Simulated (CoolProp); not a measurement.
Dodecamethylpentasiloxane (MD3M) along the isobar 101 kPa: density (kg/m³) from the reference equation and from simpler models built on Tc = 354.9 °C, pc = 954.0 kPa, ω = 0.730; each cubic takes its own stable root.

Model: reference Helmholtz-energy equation of state, Thol 2019, in CoolProp.

```
T (°C)   phase  reference  van der Waals  Redlich-Kwong  Soave-Redlich-Kwong  Peng-Robinson
------  ------  ---------  -------------  -------------  -------------------  -------------
125.35  liquid      771.5          13.03          620.5                678.8          763.9
153.05  liquid      742.8          11.98            [?]                657.5          741.0
180.75  liquid      712.7          11.10          11.41                632.8          714.3
208.45  liquid      680.7          10.35            [?]                603.9          682.7
236.15     gas      10.21          9.705          9.857                10.05          10.09
263.75     gas      9.458          9.143          9.251                9.365          9.410
291.45     gas      8.840          8.644          8.722                8.786          8.826
319.15     gas      8.319          8.199            [?]                8.285          8.322
346.85     gas      7.871          7.800          7.841                7.846          7.880
```

Q: Fill in the missing entries.

A: 
- 153.05, Redlich-Kwong: 595.3
- 208.45, Redlich-Kwong: 10.57
- 319.15, Redlich-Kwong: 8.256

At some of these states van der Waals, Redlich-Kwong gives the other phase, because its saturation line lies elsewhere.
